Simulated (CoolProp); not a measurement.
Saturation properties of c-C4F8 (RC318).

Values from CoolProp's reference Helmholtz-energy equation of state, Platzer 1990. This equation is an older, rougher fit; its heat capacities, sound speeds and derivatives of the liquid may be far off and weren't checked against measurements.

| T (K) | p (bar) | liquid density (kg/m³) | enthalpy of vaporisation (kJ/kg) | vapour Z | surface tension (mN/m) |
|---|---|---|---|---|---|
| 257.5 | 0.6666 | 1649 | 120.2 | 0.9680 | 13.0 |
| 262 | 0.8137 | 1633 | 118.6 | 0.9629 | 12.5 |
| 266.5 | 0.9852 | 1618 | 117.0 | 0.9571 | 11.9 |
| 271 | 1.184 | 1601 | 115.3 | 0.9508 | 11.4 |
| 275.5 | 1.413 | 1585 | 113.6 | 0.9440 | 10.8 |
| 280 | 1.674 | 1569 | 111.9 | 0.9364 | 10.3 |
| 284.5 | 1.971 | 1552 | 110.1 | 0.9283 | 9.75 |
| 289 | 2.308 | 1534 | 108.2 | 0.9195 | 9.23 |
| 293.5 | 2.686 | 1517 | 106.3 | 0.9099 | 8.71 |
| 298 | 3.110 | 1499 | 104.3 | 0.8997 | 8.19 |
| 302.5 | 3.583 | 1481 | 102.3 | 0.8887 | 7.69 |
| 307 | 4.108 | 1462 | 100.1 | 0.8770 | 7.19 |
| 311.5 | 4.690 | 1442 | 97.94 | 0.8644 | 6.69 |
| 316 | 5.331 | 1422 | 95.65 | 0.8510 | 6.21 |

It boils at 267.2 K under 1 atm.

Surface tension comes from a separate correlation (Mulero 2012).
